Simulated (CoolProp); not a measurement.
A single-stage vapour-compression cycle with the fluid: evaporating at 313.15 K (dew point), condensing at 342.15 K (bubble point), superheat 0 K, subcooling 2 K, compressor efficiency 0.7, no pressure losses. The same conditions are run with several fluids, on thermodynamics alone (safety and materials aside).

Values from CoolProp's reference Helmholtz-energy equation of state of each fluid (tetrahydrofuran: Fiedler 2023; R134a: Tillner-Roth 1994; benzene: Thol 2012; hexamethyldisiloxane (MM): Thol 2016; R1336mzz(Z): McLinden 2020; R113: Marx 1992).

| fluid | cooling COP | pressure ratio | discharge temperature (K) | refrigerating effect (kJ/kg) | volumetric capacity (kJ/m³) |
|---|---|---|---|---|---|
| tetrahydrofuran | 7.09 | 2.78 | 359.2 | 386 | 436 |
| R134a | 5.97 | [?] | 349.7 | 120 | 6030 |
| benzene | 7.09 | 2.92 | 358.4 | 374 | [?] |
| hexamethyldisiloxane (MM) | [?] | 3.21 | 342.2 | 169 | 122 |
| R1336mzz(Z) | [?] | 2.49 | 342.2 | [?] | 1090 |
| R113 | [?] | 2.50 | 342.1 | 121 | 706 |

### Question
Some entries are withheld; supply them.

### Answer

- R134a, pressure ratio: 2.04
- benzene, volumetric capacity (kJ/m³): 277
- hexamethyldisiloxane (MM), cooling COP: 6.55
- R1336mzz(Z), cooling COP: 6.60
- R1336mzz(Z), refrigerating effect (kJ/kg): 127
- R113, cooling COP: 6.82

The compression ends wet for: hexamethyldisiloxane (MM); R1336mzz(Z); R113.
